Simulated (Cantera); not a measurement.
Feed: 1 mol B₂H₆, 130 mol H₂, held at 51.0 Pa.

Cantera equilibrium calculation (NASA polynomials, part measured and part estimated; ideal gas, pure solids and liquids). Candidate condensed phases: B; 7 gas species. The feed counts by its element totals alone. Rates play no part.

### Question
Which condensed phases are stable at each of these points (T (K)): 1000, 1150, 1300, 1450, 1600, 1750, 1900, 2050, 2200, 2350?

### Answer
| T (K) | condensed phases | B condensed (%) |
|---|---|---|
| 1000 | B(s) | 100.0 |
| 1150 | B(s) | 100.0 |
| 1300 | B(s) | 100.0 |
| 1450 | B(s) | 100.0 |
| 1600 | B(s) | 99.8 |
| 1750 | B(s) | 99.4 |
| 1900 | B(s) | 98.0 |
| 2050 | B(s) | 91.8 |
| 2200 | B(s) | 51.0 |
| 2350 | gas only | 0.0 |

From 1000 K to 2200 K the condensed part is B(s). At 2350 K nothing is condensed.
